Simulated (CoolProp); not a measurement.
Vapour-liquid equilibrium of propane (1) + c-C4F8 (RC318) (2) at 263.5 K; x and y are mole fractions of (1).

Values from CoolProp's multi-fluid Helmholtz-energy mixture model, Lemmon 2009 and Platzer 1990; pair parameters Bell 2016. This equation is an older, rougher fit; its heat capacities, sound speeds and derivatives of the liquid may be far off and weren't checked against measurements.

```csv
x,bubble pressure (bar),y at the bubble point,dew pressure at overall composition x (bar),liquid density (mol/L)
0.05,1.312,0.358,0.9114,8.260
0.125,1.875,0.572,0.9852,8.449
0.2,?,0.670,1.072,8.647
0.275,2.631,?,1.174,8.858
0.35,2.860,0.758,1.298,9.083
0.425,3.021,?,1.449,9.327
0.5,3.136,0.798,1.640,9.593
0.575,3.225,0.812,1.884,9.885
0.65,3.299,?,2.207,?
0.725,?,0.844,2.636,10.57
0.8,3.430,0.867,3.150,10.97
0.875,3.483,0.900,?,11.41
0.95,3.508,0.950,3.508,11.91
```

Question: Fill in the missing entries.

Answer: 
- 0.2, bubble pressure (bar): 2.310
- 0.275, y at the bubble point: 0.724
- 0.425, y at the bubble point: 0.781
- 0.65, y at the bubble point: 0.827
- 0.65, liquid density (mol/L): 10.21
- 0.725, bubble pressure (bar): 3.367
- 0.875, dew pressure at overall composition x (bar): 3.446

No azeotrope shows between x = 0.05 and 0.95.

Pair parameters are fitted to limited data, so mixtures are less certain than the pure fluids. With so large a gap from Raoult's law the liquid may split in two, which this calculation doesn't test in full.
